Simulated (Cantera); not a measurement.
# Thermodynamics of silicon etching in halogen gases, feed Si + HBr + N₂

Feed: 1 mol Si, 1.2 mol HBr, 13 mol N₂, equilibrated at 29.0 Pa.

Equilibrium computed with Cantera from the NASA thermochemical tables; the gas is ideal and each condensed phase is pure. Candidate condensed phases: Br₂, Si, Si₃N₄; 28 gas species. N₂ is the only nitrogen source here; it is nearly inert below about 1500 K, so the nitride shown seldom forms there in practice. The tables' values for SiBr, SiBr₃, SiN are old estimates; treat these amounts as uncertain. The numbers say what is thermodynamically allowed, not how fast it happens.

```json
[
 {"T (K)": "748", "x N₂": "0.914", "x HBr": "0.0774", "x Br": "5.02e-7", "x H₂": "0.00568", "x SiBr₂": "3.04e-10", "x Si": "<1e-12", "x SiBr₄": "0.00284", "x SiBr": "<1e-12", "n Si₃N₄(s)": "0.321", "n Si(s)": "0", "n Si(l)": "0"},
 {"T (K)": "823", "x N₂": "0.914", "x HBr": "0.0779", "x Br": "4.73e-6", "x H₂": "0.00543", "x SiBr₂": "1.71e-8", "x Si": "<1e-12", "x SiBr₄": "0.00271", "x SiBr": "<1e-12", "n Si₃N₄(s)": "0.321", "n Si(s)": "0", "n Si(l)": "0"},
 {"T (K)": "898", "x N₂": "0.914", "x HBr": "0.0782", "x Br": "3.07e-5", "x H₂": "0.00525", "x SiBr₂": "4.88e-7", "x Si": "<1e-12", "x SiBr₄": "0.00262", "x SiBr": "<1e-12", "n Si₃N₄(s)": "0.322", "n Si(s)": "0", "n Si(l)": "0"},
 {"T (K)": "973", "x N₂": "0.914", "x HBr": "0.0785", "x Br": "0.000149", "x H₂": "0.00513", "x SiBr₂": "8.20e-6", "x Si": "<1e-12", "x SiBr₄": "0.00252", "x SiBr": "<1e-12", "n Si₃N₄(s)": "0.322", "n Si(s)": "0", "n Si(l)": "0"},
 {"T (K)": "1048", "x N₂": "0.913", "x HBr": "0.0785", "x Br": "0.000573", "x H₂": "0.00512", "x SiBr₂": "8.96e-5", "x Si": "<1e-12", "x SiBr₄": "0.00235", "x SiBr": "1.12e-11", "n Si₃N₄(s)": "0.322", "n Si(s)": "0", "n Si(l)": "0"},
 {"T (K)": "1123", "x N₂": "0.912", "x HBr": "0.0777", "x Br": "0.00177", "x H₂": "0.00545", "x SiBr₂": "0.000652", "x Si": "<1e-12", "x SiBr₄": "0.00187", "x SiBr": "5.75e-10", "n Si₃N₄(s)": "0.321", "n Si(s)": "0", "n Si(l)": "0"},
 {"T (K)": "1198", "x N₂": "0.911", "x HBr": "0.0743", "x Br": "0.00416", "x H₂": "0.00700", "x SiBr₂": "0.00282", "x Si": "9.66e-12", "x SiBr₄": "0.000904", "x SiBr": "1.56e-8", "n Si₃N₄(s)": "0.316", "n Si(s)": "0", "n Si(l)": "0"},
 {"T (K)": "1273", "x N₂": "0.909", "x HBr": "0.0658", "x Br": "0.00722", "x H₂": "0.0111", "x SiBr₂": "0.00679", "x Si": "5.85e-10", "x SiBr₄": "0.000211", "x SiBr": "2.34e-7", "n Si₃N₄(s)": "0.301", "n Si(s)": "0", "n Si(l)": "0"},
 {"T (K)": "1348", "x N₂": "0.907", "x HBr": "0.0532", "x Br": "0.0105", "x H₂": "0.0172", "x SiBr₂": "0.0117", "x Si": "2.24e-8", "x SiBr₄": "3.62e-5", "x SiBr": "2.29e-6", "n Si₃N₄(s)": "0.279", "n Si(s)": "0", "n Si(l)": "0"},
 {"T (K)": "1423", "x N₂": "0.906", "x HBr": "0.0398", "x Br": "0.0138", "x H₂": "0.0236", "x SiBr₂": "0.0166", "x Si": "5.79e-7", "x SiBr₄": "5.81e-6", "x SiBr": "1.65e-5", "n Si₃N₄(s)": "0.257", "n Si(s)": "0", "n Si(l)": "0"},
 {"T (K)": "1498", "x N₂": "0.905", "x HBr": "0.0282", "x Br": "0.0169", "x H₂": "0.0291", "x SiBr₂": "0.0207", "x Si": "1.08e-5", "x SiBr₄": "9.28e-7", "x SiBr": "9.23e-5", "n Si₃N₄(s)": "0.237", "n Si(s)": "0", "n Si(l)": "0"},
 {"T (K)": "1573", "x N₂": "0.903", "x HBr": "0.0194", "x Br": "0.0196", "x H₂": "0.0333", "x SiBr₂": "0.0235", "x Si": "0.000151", "x SiBr₄": "1.54e-7", "x SiBr": "0.000422", "n Si₃N₄(s)": "0.222", "n Si(s)": "0", "n Si(l)": "0"},
 {"T (K)": "1648", "x N₂": "0.901", "x HBr": "0.0155", "x Br": "0.0267", "x H₂": "0.0334", "x SiBr₂": "0.0200", "x Si": "0.000888", "x SiBr₄": "3.24e-8", "x SiBr": "0.00107", "n Si₃N₄(s)": "0", "n Si(s)": "0.683", "n Si(l)": "0"},
 {"T (K)": "1723", "x N₂": "0.893", "x HBr": "0.0134", "x Br": "0.0377", "x H₂": "0.0335", "x SiBr₂": "0.0147", "x Si": "0.00339", "x SiBr₄": "7.54e-9", "x SiBr": "0.00200", "n Si₃N₄(s)": "0", "n Si(s)": "0", "n Si(l)": "0.705"}
]
```
x: gas mole fraction; n: condensed amount in mol.

From 748 K to 1573 K the condensed part is Si₃N₄(s). At 1648 K the condensed part is Si(s). At 1723 K the condensed part is Si(l). The main Si-bearing gas is SiBr₄ at 748 K and SiBr₂ at 1723 K. The share of Si in condensed phases is highest at 1048 K (96.7 %) and lowest at 1573 K (66.6 %).
